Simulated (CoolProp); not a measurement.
R1132(E) at several states: fugacity coefficient from the reference equation and from simpler models built on Tc = 348.8 K, pc = 5.174 MPa, ω = 0.245; each cubic takes its own stable root.

Values from CoolProp's reference Helmholtz-energy equation of state, Akasaka 2024.

```json
[
 {"T (K)": "277.4", "p (MPa)": "6.5", "phase": "liquid", "reference": "0.1444"},
 {"T (K)": "285", "p (MPa)": "6.5", "phase": "liquid", "reference": "0.1752"},
 {"T (K)": "261.7", "p (MPa)": "6.5", "phase": "liquid", "reference": "0.09206"},
 {"T (K)": "298.9", "p (MPa)": "0.969", "phase": "gas", "reference": "0.8912"}
]
```

**Question.** How far does each simpler model (van der Waals, Soave-Redlich-Kwong, Peng-Robinson) lie from the reference over these 4 states: mean and median of the absolute difference, and the worst?

**Answer.** 
- van der Waals: mean 87.7 %, median 95.1 %, worst +157.3 % at 261.7 K and 6.5 MPa
- Soave-Redlich-Kwong: mean 2.9 %, median 3.5 %, worst +3.9 % at 285 K and 6.5 MPa
- Peng-Robinson: mean 0.3 %, median 0.3 %, worst -0.3 % at 261.7 K and 6.5 MPa
